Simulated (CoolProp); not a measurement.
Vapour pressure (MPa) of nitrous oxide: the reference equation beside estimates from Tc = 309.5 K, pc = 7.245 MPa, ω = 0.161.

Values from CoolProp's reference Helmholtz-energy equation of state, Lemmon 2006. It is a short technical equation, of lower accuracy than the large ones.

| T (K) | reference | van der Waals | Redlich-Kwong |
|---|---|---|---|
| 209.6 | 0.3677 | 1.224 | 0.4758 |
| 212 | 0.4088 | 1.298 | 0.5258 |
| 214.5 | 0.4553 | 1.380 | 0.5817 |
| 217 | 0.5057 | 1.464 | 0.6418 |
| 219.4 | 0.5579 | 1.548 | 0.7036 |
| 221.9 | 0.6165 | 1.639 | 0.7724 |
| 224.4 | 0.6796 | 1.733 | 0.8459 |
| 226.9 | 0.7474 | 1.830 | 0.9243 |
| 229.3 | 0.8171 | 1.927 | 1.004 |
| 231.8 | 0.8947 | 2.032 | 1.093 |
| 234.3 | 0.9776 | 2.140 | 1.186 |
| 236.7 | 1.062 | 2.247 | 1.281 |
| 239.2 | 1.156 | 2.362 | 1.386 |
| 241.7 | 1.256 | 2.481 | 1.496 |

Absolute difference from the reference over all 14 rows, mean and median: van der Waals 155.8 and 149.9 %, Redlich-Kwong 24.2 and 24.1 %.
